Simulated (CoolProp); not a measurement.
A single-stage vapour-compression cycle with R134a: evaporating at 288.15 K (dew point), condensing at 339.15 K (bubble point), superheat 10 K, subcooling 8 K, compressor efficiency 0.8, no pressure losses. Each further row changes one setting.

Model: reference Helmholtz-energy equation of state, Tillner-Roth 1994, in CoolProp.

```csv
case,cooling COP,pressure ratio,discharge temperature (K),refrigerating effect (kJ/kg),volumetric capacity (kJ/m³)
as stated,3.53,3.96,358.8,133,2990
evaporating temperature 293.15 K,4.09,3.38,357.7,136,3560
condensing temperature 334.15 K,4.08,3.53,353.2,141,3160
subcooling 13 K,3.74,3.96,358.8,141,3170
superheat 20 K,3.58,3.96,368.4,142,3050
compressor efficiency 0.7,3.09,3.96,363.2,133,2990
```
